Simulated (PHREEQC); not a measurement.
Phosphoric acid bath: speciation

Solution (20 °C): 1.5 mmol/kgw NaH2PO4 and 29 mmol/kgw HF. Closed to the air; pH follows from the charge balance.

All values are PHREEQC results (ion-association model, wateq4f.dat), not measurements.

| Property | Value |
|---|---|
| pH | 2.41 |
| ionic strength | 0.00566 mol/kgw |
| total alkalinity | -29.0 meq/kg |

```json
[
 {"species": "HF", "molality": "0.0212", "activity": "0.0212", "log γ": "0.001"},
 {"species": "F-", "molality": "0.00432", "activity": "0.00399", "log γ": "-0.035"},
 {"species": "H+", "molality": "0.00417", "activity": "0.00388", "log γ": "-0.031"},
 {"species": "Na+", "molality": "0.00150", "activity": "0.00138", "log γ": "-0.034"},
 {"species": "H2F2", "molality": "0.00140", "activity": "0.00140", "log γ": "0.001"},
 {"species": "H2PO4-", "molality": "0.00100", "activity": "0.000928", "log γ": "-0.034"}
]
```

Precipitation was switched off in this run. wateq4f.dat counts part of the HF as a dimer, H2F2, which phreeqc.dat doesn't know; its constant is uncertain. H3PO4, which wateq4f.dat lacks, is added to it with the constant of phreeqc.dat.
